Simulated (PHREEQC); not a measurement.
Consider water at 25 °C with 0.7 mol/kgw MgCl2 and 0.164 mol/kgw Na2SO4. Closed to the air; pH follows from the charge balance.

Computed with PHREEQC (Pitzer model, pitzer.dat).

This is a speciation only: nothing precipitates in the calculation.

Task: Predict the activity of water, osmotic coefficient.

Result: activity of water 0.955; osmotic coefficient 0.975.

Complexes and solids missing from the database can't appear.
